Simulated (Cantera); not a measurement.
A Cantera script and what it prints.

```python
import numpy as np
import cantera as ct

gas_names = """
    CL CLO CL2 H HCL HOCL HO2 H2 H2O H2O2 O OH O2 O3
""".split()
cond_names = """
    H2O(s) H2O(L)
""".split()


def load(file, names, dense=False):
    # The tables refer to 1 bar. Condensed volumes are neglected.
    table = {s.name: s for s in ct.Species.list_from_file(file)}
    out = []
    for n in names:
        d = dict(table[n].input_data)
        d["thermo"] = dict(d["thermo"], **{"reference-pressure": 1e5})
        if dense:
            d["equation-of-state"] = {"model": "constant-volume", "density": "1e6 g/cm^3"}
        out.append(ct.Species.from_dict(d))
    return out


gas = ct.Solution(thermo="ideal-gas", species=load("nasa_gas.yaml", gas_names))
cond = {s.name: ct.Solution(thermo="fixed-stoichiometry", species=[s], name=s.name)
        for s in load("nasa_condensed.yaml", cond_names, dense=True)}
atoms = {
    'HCl': {'H': 1, 'CL': 1},
    'O2': {'O': 2},
    'H2': {'H': 2},
}
top_T = {}  # K; cautious upper limits of use, not melting points


def equilibrate(T, P, feed):
    n = {}
    for name, mol in feed.items():
        for a, k in atoms[name].items():
            n[a] = n.get(a, 0.0) + k * mol
    gas.TPX = T, P, n
    mass = sum(n.values()) * gas.mean_molecular_weight
    gas.equilibrate("TP")
    valid = [c for c in cond.values() if c.min_temp <= T <= top_T.get(c.name, c.max_temp)]
    mix = ct.Mixture([(gas, mass / gas.mean_molecular_weight)] + [(c, 0.0) for c in valid])
    mix.T, mix.P = T, P
    mix.equilibrate("TP", solver="vcs", rtol=1e-11, max_steps=5000)
    return mix


results = []
feed = {'HCl': 1, 'O2': 0.14, 'H2': 0.81}  # mol
T = 1000  # K
P = 250000  # Pa
mix = equilibrate(T, P, feed)
results.append((T, P, feed, dict(zip(mix.species_names, mix.species_moles))))
x = sorted(zip(gas.X, gas.species_names), reverse=True)
print(f"T = {T:g} K  P = {P:g} Pa  gas = {mix.phase_moles(0):.4g} mol")
print("   x: " + "  ".join(f"{s} {v:.3e}" for v, s in x if v > 0.001))
print("   condensed (mol): " + ("  ".join(f"{mix.phase(i).name} {mix.phase_moles(i):.4g}"
      for i in range(1, mix.n_phases) if mix.phase_moles(i) > 1e-12) or "none"))
```

Output:

```
T = 1000 K  P = 250000 Pa  gas = 1.81 mol
   x: HCL 5.525e-01  H2 2.928e-01  H2O 1.547e-01
   condensed (mol): none
```

Cantera equilibrium calculation (NASA polynomials, part measured and part estimated; ideal gas, pure solids and liquids).
